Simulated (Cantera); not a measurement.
Feed: 1 mol FeS2, 2300 mol H2, 6.7 mol N2, equilibrated at 2148.15 K and 0.00300 bar.

Equilibrium computed with Cantera from the NASA thermochemical tables; the gas is ideal and each condensed phase is pure. Candidate condensed phases: Fe, FeS, FeS2, S; 16 gas species. Kinetics and transport are ignored.

Base state: H2 0.923, H 0.0732, N2 0.00280, S 0.000454, Fe 0.000417, SH 0.000295, H2S 6.49e-5, S2 1.00e-5 (mole fractions); condensed: gas only.

Task: What changes in the equilibrium state with this change: temperature from 2148.15 K to 1798 K?

Result: 
```tsv
species	before	after
H2	0.923	0.989
H	0.0732	0.00639
N2	0.00280	0.00289
S	0.000454	8.94e-5
Fe	0.000417	0.000432
H2S	6.49e-5	0.000395
S2	1.00e-5	4.49e-5
SH	0.000295	0.000289
```
